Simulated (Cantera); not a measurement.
Feed: 1 mol Al, 1 mol HCl, 50 mol H2, equilibrated at 800 °C and 47.0 mbar.

Method: chemical equilibrium by Gibbs-energy minimisation in Cantera with the NASA 1993 tables (ideal gas, pure condensed phases). Candidate condensed phases: Al, AlCl3; 12 gas species. The tables' values for AlCl2 are old estimates; treat these amounts as uncertain. Kinetics and transport are ignored.

Base state: H2 0.984, AlCl 0.0138, AlCl3 0.00153, AlCl2 0.000528, HCl 4.21e-5 (mole fractions); condensed: Al(l).

Q: What changes in the equilibrium state with this change: pressure from 47.0 mbar to 3.10 mbar?

A: 
```csv
species,before,after
H2,0.984,0.981
AlCl,0.0138,0.0192
AlCl2,0.000528,6.75e-5
AlCl3,0.00153,1.80e-5
HCl,4.21e-5,1.50e-5
"Al(l), mol",0.186,0.00609
```

Q: What changes in the equilibrium state with this change: temperature from 800 °C to 1600 °C?

A: 
```
species       before     after
----------  --------  --------
H2             0.984     0.977
AlCl          0.0138    0.0184
H            6.41e-8   0.00295
Al           1.40e-8  0.000865
AlCl3        0.00153   9.77e-8
AlH          3.70e-8   6.98e-5
HCl          4.21e-5  0.000906
AlCl2       0.000528   2.65e-5
Al(l), mol     0.186         0
```
